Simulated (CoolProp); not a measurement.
Saturation properties of ethylene.

Computed with CoolProp (reference Helmholtz-energy equation of state, Smukala 2000).

| T (K) | p (kPa) | vapour density (kg/m³) | enthalpy of vaporisation (kJ/kg) | surface tension (mN/m) |
|---|---|---|---|---|
| 190.1 | 296.8 | 5.668 | 450.0 | 12.9 |
| 197.8 | 415.8 | 7.789 | 436.5 | 11.6 |
| 205.5 | 567.0 | 10.47 | 421.9 | 10.4 |
| 213.2 | 755.4 | 13.83 | 406.2 | 9.20 |
| 220.9 | 985.9 | 17.99 | 388.9 | 8.01 |
| 228.6 | 1264 | 23.13 | 370.0 | 6.85 |
| 236.3 | 1594 | 29.48 | 348.9 | 5.72 |
| 244 | 1983 | 37.40 | 325.2 | 4.61 |
| 251.7 | 2435 | 47.39 | 297.9 | 3.55 |

It boils at 169.4 K under 1 atm.

Surface tension comes from a separate correlation (Mulero 2012).
